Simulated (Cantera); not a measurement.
Charge: 1 mol S, a varied amount of O₂, 40 mol N₂, at 1473.15 K and 20.0 bar.

These are equilibrium values from Cantera (NASA tables, ideal gas, pure condensed phases), not measurements of a reactor. Candidate condensed phases: S; 17 gas species. The numbers say what is thermodynamically allowed, not how fast it happens.

x: gas mole fraction; nothing condenses.

```csv
n(O₂) (mol),x N₂,x SO₂,x O₂,x S₂,x SO₃,x NO
0.12,0.986,0.00284,6.04e-12,0.0107,[?],6.42e-9
0.25,0.985,0.00599,1.39e-11,0.00903,[?],9.73e-9
0.39,0.983,0.00941,2.43e-11,0.00728,[?],1.29e-8
0.52,0.981,0.0126,3.68e-11,0.00568,[?],1.58e-8
0.65,0.980,0.0158,5.42e-11,0.00410,[?],1.92e-8
0.79,0.978,0.0192,8.59e-11,0.00242,[?],2.41e-8
0.92,0.977,0.0224,1.65e-10,0.000893,[?],3.34e-8
1.1,0.973,0.0241,0.00226,<1e-12,[?],0.000123
1.2,0.971,0.0240,0.00461,<1e-12,[?],0.000176
1.3,0.969,0.0238,0.00697,<1e-12,[?],0.000216
1.5,0.964,0.0236,0.0117,<1e-12,[?],0.000279
1.6,0.962,0.0235,0.0140,<1e-12,[?],0.000305
```

Q: Complete the blanks.

A: 
- 0.12, x SO₃: 1.34e-9
- 0.25, x SO₃: 4.29e-9
- 0.39, x SO₃: 8.91e-9
- 0.52, x SO₃: 1.47e-8
- 0.65, x SO₃: 2.23e-8
- 0.79, x SO₃: 3.42e-8
- 0.92, x SO₃: 5.52e-8
- 1.1, x SO₃: 0.000220
- 1.2, x SO₃: 0.000313
- 1.3, x SO₃: 0.000382
- 1.5, x SO₃: 0.000490
- 1.6, x SO₃: 0.000535
